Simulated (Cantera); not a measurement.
An adiabatic, constant-pressure homogeneous reactor starts with CH4 : C2H6 : O2 : N2 = 1 : 0.16 : 3.71 : 14 (molar parts), equivalence ratio 0.69, at 1523 K and 8250 Torr. Integrator tolerance rtol = 1e-08.

Detailed kinetics in Cantera: GRI-Mech 3.0 (53 species, 325 reactions).

### Question
What does this change do: initial temperature 1523 to 1698 K?

### Answer
```tsv
quantity	before	after
time of steepest temperature rise	31.2 µs	9.38 µs
temperature at 0.200 s	2709 K	2812 K
equilibrium temperature	2709 K	2812 K
x(CH4) at 0.200 s	<1e-12 (gas-phase equilibrium <1e-12)	<1e-12 (gas-phase equilibrium <1e-12)
x(C2H6) at 0.200 s	<1e-12 (gas-phase equilibrium <1e-12)	<1e-12 (gas-phase equilibrium <1e-12)
x(O2) at 0.200 s	0.0535 (gas-phase equilibrium 0.0535)	0.0532 (gas-phase equilibrium 0.0532)
x(O) at 0.200 s	0.00264 (gas-phase equilibrium 0.00264)	0.00398 (gas-phase equilibrium 0.00398)
x(NO2) at 0.200 s	1.91e-5 (gas-phase equilibrium 1.91e-5)	2.01e-5 (gas-phase equilibrium 2.01e-5)
x(C2H4) at 0.200 s	<1e-12 (gas-phase equilibrium <1e-12)	<1e-12 (gas-phase equilibrium <1e-12)
```
